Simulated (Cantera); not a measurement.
Charge: 1 mol SiHCl₃, 0.015 mol Cl₂, 77 mol N₂, held at 0.00190 bar.

Method: chemical equilibrium by Gibbs-energy minimisation in Cantera with the NASA 1993 tables (ideal gas, pure condensed phases). Candidate condensed phases: NH₄Cl, Si, Si₃N₄; 28 gas species. N₂ is the only nitrogen source here; it is nearly inert below about 1500 K, so the nitride shown seldom forms there in practice. Kinetics and transport are ignored.

Problem. Which condensed phases are stable at each of these points (T (K)): 873, 948, 1023, 1098, 1173, 1248, 1323, 1398, 1473, 1548, 1623, 1698, 1773?

Solution. 
```
T (K)  condensed phases  Si condensed (%)
-----  ----------------  ----------------
873            Si₃N₄(s)              47.5
948            Si₃N₄(s)              47.7
1023           Si₃N₄(s)              47.8
1098           Si₃N₄(s)              47.5
1173           Si₃N₄(s)              45.5
1248           Si₃N₄(s)              37.7
1323           Si₃N₄(s)              19.0
1398           Si₃N₄(s)               0.6
1473           gas only               0.0
1548           gas only               0.0
1623           gas only               0.0
1698           gas only               0.0
1773           gas only               0.0
```

From 873 K to 1398 K the condensed part is Si₃N₄(s). From 1473 K to 1773 K nothing is condensed.
